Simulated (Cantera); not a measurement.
Pyrogenic steam for wet oxidation

A perfectly stirred reactor is fed with 50.1 % H₂, 29.5 % O₂, 20.4 % N₂, equivalence ratio 0.85, at 135 Torr; it is held at 975 K, and followed from long to short residence time.

Computed with Cantera and the H2/O2 subset of GRI-Mech 3.0, which has no nitrogen chemistry. The temperature is held fixed by assumption; the heat of reaction is taken as removed at once.

```
τ (s)      x H₂    x O₂    x HO₂       x H      x OH
-------  ------  ------  -------  --------  --------
2.7      0.0163  0.0667  4.94e-5   9.12e-6   6.09e-6
0.64     0.0202  0.0685  5.52e-5   3.67e-5   2.05e-5
0.15     0.0269  0.0716  6.03e-5  0.000149   6.44e-5
0.036    0.0419  0.0787  6.76e-5  0.000560  0.000164
0.0086   0.0707  0.0923  7.78e-5   0.00196  0.000373
0.0020    0.122   0.117  9.01e-5   0.00637  0.000795
0.00048   0.199   0.155  9.83e-5    0.0179   0.00151
```
x: mole fraction; the columns are a selection and need not sum to one.
